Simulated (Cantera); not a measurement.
Feed: 1 mol SiCl4, 34 mol NH3, equilibrated at 1675 °C and 1000 Pa.

These are equilibrium values from Cantera (NASA tables, ideal gas, pure condensed phases), not measurements of a reactor. Candidate condensed phases: NH4Cl, Si, Si3N4; 28 gas species. The tables' values for SiCl, SiN are old estimates; treat these amounts as uncertain. Gases not in the tables: Si2H6 and higher silanes. The numbers say what is thermodynamically allowed, not how fast it happens.

Base state: H2 0.697, N2 0.241, HCl 0.0426, H 0.00944, SiCl2 0.00662, Si 0.00233, SiCl 0.000456, Cl 0.000432 (mole fractions); condensed: Si(l).

Problem. What changes in the equilibrium state with this change: SiCl4 replaced by SiHCl3?

Solution. 
```tsv
species	before	after
H2	0.697	0.708
N2	0.241	0.241
HCl	0.0426	0.0337
SiCl2	0.00662	0.00408
Cl	0.000432	0.000339
SiCl	0.000456	0.000358
SiH2	5.47e-5	5.56e-5
SiH	0.000149	0.000151
Si(l), mol	0.309	0.495
```

Problem. What changes in the equilibrium state with this change: temperature from 1675 °C to 1800 °C?

Solution. 
```tsv
species	before	after
H2	0.697	0.681
N2	0.241	0.238
HCl	0.0426	0.0445
H	0.00944	0.0217
Si	0.00233	0.00750
Si2	2.12e-5	6.92e-5
Cl	0.000432	0.00105
SiN	3.38e-5	8.05e-5
SiH	0.000149	0.000356
Si(l), mol	0.309	0
```
